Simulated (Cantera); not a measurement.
Charge: 1 mol FeS2, 10 mol H2, 4.7 mol N2, equilibrated at 13.3 mbar.

Method: chemical equilibrium by Gibbs-energy minimisation in Cantera with the NASA 1993 tables (ideal gas, pure condensed phases). Candidate condensed phases: Fe, FeS, FeS2, S; 16 gas species. FeS: taken at fixed stoichiometry. Gases not in the tables: S3 to S7. Equilibrium is a limit: real reactors are often held back by kinetics, nucleation or transport.

x: gas mole fraction; n: condensed amount in mol.

```json
[
 {"T (°C)": "477", "x H2": "0.612", "x N2": "0.320", "x H2S": "0.0680", "x S2": "3.89e-8", "x SH": "6.32e-9", "n FeS(s)": "1.00", "n FeS(l)": "0"},
 {"T (°C)": "552", "x H2": "0.612", "x N2": "0.320", "x H2S": "0.0680", "x S2": "…", "x SH": "…", "n FeS(s)": "1.00", "n FeS(l)": "0"},
 {"T (°C)": "627", "x H2": "0.612", "x N2": "0.320", "x H2S": "0.0680", "x S2": "4.56e-6", "x SH": "5.05e-7", "n FeS(s)": "1.00", "n FeS(l)": "0"},
 {"T (°C)": "702", "x H2": "0.612", "x N2": "0.320", "x H2S": "0.0680", "x S2": "2.88e-5", "x SH": "2.73e-6", "n FeS(s)": "1.00", "n FeS(l)": "0"},
 {"T (°C)": "777", "x H2": "0.612", "x N2": "0.320", "x H2S": "0.0677", "x S2": "0.000139", "x SH": "1.16e-5", "n FeS(s)": "1.00", "n FeS(l)": "0"},
 {"T (°C)": "852", "x H2": "0.613", "x N2": "0.320", "x H2S": "0.0669", "x S2": "0.000537", "x SH": "4.03e-5", "n FeS(s)": "1.00", "n FeS(l)": "0"},
 {"T (°C)": "927", "x H2": "0.615", "x N2": "0.319", "x H2S": "0.0645", "x S2": "0.00166", "x SH": "0.000117", "n FeS(s)": "1.00", "n FeS(l)": "0"},
 {"T (°C)": "1002", "x H2": "0.618", "x N2": "0.318", "x H2S": "…", "x S2": "…", "x SH": "…", "n FeS(s)": "1.00", "n FeS(l)": "0"},
 {"T (°C)": "1077", "x H2": "0.623", "x N2": "0.317", "x H2S": "0.0515", "x S2": "0.00772", "x SH": "0.000580", "n FeS(s)": "1.000", "n FeS(l)": "0"},
 {"T (°C)": "1152", "x H2": "0.629", "x N2": "0.316", "x H2S": "0.0423", "x S2": "0.0119", "x SH": "0.00103", "n FeS(s)": "1.000", "n FeS(l)": "0"},
 {"T (°C)": "1227", "x H2": "0.634", "x N2": "0.314", "x H2S": "0.0335", "x S2": "0.0159", "x SH": "0.00162", "n FeS(s)": "0", "n FeS(l)": "1.000"},
 {"T (°C)": "1302", "x H2": "0.639", "x N2": "0.313", "x H2S": "0.0261", "x S2": "0.0190", "x SH": "0.00237", "n FeS(s)": "0", "n FeS(l)": "1.000"}
]
```

### Question
What belongs in the gaps?

### Answer

- 1002, x H2S: 0.0594
- 1002, x S2: 0.00404
- 1002, x SH: 0.000283
- 552, x S2: 5.20e-7
- 552, x SH: 6.88e-8
